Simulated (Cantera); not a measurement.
Charge: 1 mol TiCl4, a varied amount of H2, held at 1275 K and 0.350 bar.

Cantera equilibrium calculation (NASA polynomials, part measured and part estimated; ideal gas, pure solids and liquids). Candidate condensed phases: Ti, TiCl2, TiCl3, TiCl4; 10 gas species. The tables' values for TiCl2 are old estimates; treat these amounts as uncertain. Kinetics and transport are ignored.

x: gas mole fraction; nothing condenses.

| n(H2) (mol) | x H2 | x HCl | x TiCl3 | x TiCl4 |
|---|---|---|---|---|
| 17 | 0.907 | 0.0381 | 0.0379 | 0.0165 |
| 22 | 0.926 | 0.0316 | 0.0315 | 0.0113 |
| 29 | 0.941 | 0.0256 | 0.0255 | 0.00734 |
| 38 | 0.954 | 0.0207 | 0.0206 | 0.00475 |
| 50 | 0.964 | 0.0165 | 0.0164 | 0.00300 |
| 65 | 0.972 | … | … | … |
| 84 | 0.978 | 0.0105 | 0.0104 | 0.00121 |
| 110 | 0.983 | 0.00829 | 0.00817 | 0.000744 |
| 140 | 0.986 | … | … | … |
| 190 | 0.990 | 0.00501 | 0.00490 | 0.000269 |

Task: Fill in the missing entries.

Result: 
- 140, x HCl: 0.00665
- 140, x TiCl3: 0.00653
- 140, x TiCl4: 0.000476
- 65, x HCl: 0.0132
- 65, x TiCl3: 0.0131
- 65, x TiCl4: 0.00191
